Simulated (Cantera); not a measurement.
# Premixed flame

A freely propagating, adiabatic, planar premixed flame of H2 : O2 : N2 : H2O = 1 : 0.746 : 3.66 : 1.1 (molar parts), unburnt at 500 K and 1.00 bar; multicomponent transport, grid criteria slope 0.08 and curve 0.16, no radiation.

Detailed kinetics in Cantera: the H2/O2 subset of GRI-Mech 3.0, which has no nitrogen chemistry. Burning velocities carry a grid error of a few per cent, more on coarse grids. Lean hydrogen flames are cellular in practice and burn faster than this planar one.

```tsv
z (mm)	T (K)	u (m/s)	x H2	x O2	x H2O	x O	x H2O2	x HO2
-1.71	500	0.671	0.151	0.115	0.170	<1e-8	4.31e-8	6.87e-8
-1.14	502	0.669	0.145	0.116	0.171	<1e-8	4.17e-7	6.65e-7
-0.855	506	0.669	0.137	0.117	0.173	<1e-8	1.57e-6	2.54e-6
-0.570	530	0.688	0.119	0.118	0.179	1.90e-8	1.11e-5	2.01e-5
-0.285	706	0.890	0.0804	0.112	0.209	5.61e-6	7.04e-5	0.000254
-0.143	947	1.18	0.0535	0.0966	0.245	0.000130	5.24e-5	0.000224
0	1195	1.49	0.0286	0.0749	0.286	0.000733	1.21e-5	0.000115
0.143	1356	1.68	0.0134	0.0586	0.314	0.00123	4.87e-6	6.71e-5
0.285	1442	1.79	0.00701	0.0511	0.327	0.00119	3.25e-6	4.59e-5
0.570	1518	1.88	0.00308	0.0468	0.336	0.000719	1.73e-6	2.66e-5
1.14	1560	1.93	0.00109	0.0453	0.341	0.000256	7.87e-7	1.15e-5
2.28	1575	1.95	0.000284	0.0449	0.343	6.74e-5	3.13e-7	3.43e-6
4.56	1579	1.95	7.24e-5	0.0449	0.343	1.85e-5	1.19e-7	9.65e-7
```
x: mole fraction of selected species; z is measured from the peak of heat release.

```
Item                          Value
------------------------  ---------
laminar burning velocity  67.2 cm/s
thermal thickness          0.570 mm
peak x(O)                   0.00126
peak x(H2O2)                7.39e-5
peak x(HO2)                0.000289
grid points                     101
```
